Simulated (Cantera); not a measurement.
What does this Cantera script print?

```python
import numpy as np
import cantera as ct

gas = ct.Solution("gri30.yaml")
gas.TPX = 1748, 47000, {'CH4': 1.9, 'N2': 11}
reactor = ct.IdealGasConstPressureReactor(gas, energy="off", clone=False)
net = ct.ReactorNet([reactor])
net.rtol, net.atol = 1e-08, 1e-18
show = ['CH4', 'CH2', 'CH3', 'C2H2', 'C2H6', 'C2H', 'H']
times = np.geomspace(0.0002, 30, 12)

steps = ct.SolutionArray(gas, extra=["t"])
rows = []
print(f"{'t/s':>10s}{'T/K':>9s}{'P/Pa':>11s}" + "".join(f"{s:>11s}" for s in show))
for t in times:
    while net.time < t:
        t_next = net.step()
        steps.append(gas.state, t=t_next)
    rows.append([np.interp(t, steps.t, y) for y in (steps.T, steps.P, *steps(*show).X.T)])
    print(f"{t:10.3e}{rows[-1][0]:9.1f}{rows[-1][1]:11.4g}" + "".join(f"{x:11.3e}" for x in rows[-1][2:]))
rate = np.gradient(steps.T, steps.t)
print("integrator steps:", len(steps.t))
if steps.T.max() > steps.T[0] + 200:
    print(f"time of steepest temperature rise: {steps.t[rate.argmax()]:.4e} s")
gas.TPX = 1748, 47000, {'CH4': 1.9, 'N2': 11}
gas.equilibrate("TP")
print(f"equilibrium (TP): T = {gas.T:.1f} K  " + "  ".join(f"{s} {gas[s].X[0]:.3e}" for s in show))
```

It prints:

```
       t/s      T/K       P/Pa        CH4        CH2        CH3       C2H2       C2H6        C2H          H
 2.000e-04   1748.0    4.7e+04  1.465e-01  1.226e-07  5.996e-04  9.577e-07  3.130e-05  1.311e-11  1.401e-06
 5.910e-04   1748.0    4.7e+04  1.432e-01  5.661e-07  1.344e-03  7.588e-05  2.428e-04  9.374e-10  5.482e-06
 1.746e-03   1748.0    4.7e+04  1.231e-01  1.146e-06  1.826e-03  3.527e-03  4.891e-04  2.651e-08  2.616e-05
 5.160e-03   1748.0    4.7e+04  8.383e-02  6.901e-07  1.129e-03  2.372e-02  1.732e-04  1.196e-07  5.704e-05
 1.525e-02   1748.0    4.7e+04  4.592e-02  3.938e-07  6.123e-04  4.309e-02  4.700e-05  2.033e-07  8.882e-05
 4.506e-02   1748.0    4.7e+04  1.891e-02  1.928e-07  2.679e-04  5.557e-02  8.384e-06  2.738e-07  1.183e-04
 1.332e-01   1748.0    4.7e+04  6.393e-03  7.540e-08  9.597e-05  6.117e-02  1.037e-06  3.175e-07  1.369e-04
 3.935e-01   1748.0    4.7e+04  2.153e-03  2.706e-08  3.316e-05  6.305e-02  1.307e-07  3.350e-07  1.445e-04
 1.163e+00   1748.0    4.7e+04  9.927e-04  1.271e-08  1.540e-05  6.356e-02  3.641e-08  3.398e-07  1.465e-04
 3.436e+00   1748.0    4.7e+04  8.519e-04  1.093e-08  1.322e-05  6.362e-02  2.965e-08  3.404e-07  1.468e-04
 1.015e+01   1748.0    4.7e+04  8.510e-04  1.092e-08  1.321e-05  6.362e-02  2.961e-08  3.404e-07  1.468e-04
 3.000e+01   1748.0    4.7e+04  8.508e-04  1.092e-08  1.321e-05  6.361e-02  2.960e-08  3.403e-07  1.468e-04
integrator steps: 1525
equilibrium (TP): T = 1748.0 K  CH4 5.319e-04  CH2 6.809e-09  CH3 8.245e-06  C2H2 2.463e-02  C2H6 1.153e-08  C2H 1.316e-07  H 1.470e-04
```

Computed with Cantera and GRI-Mech 3.0 (53 species, 325 reactions). GRI-Mech 3.0 stops at C3 and has no aromatics, soot or wall deposition, so with more carbon than oxygen in the feed, carbon stays in small species such as C2H2 where larger ones or solid carbon would form.
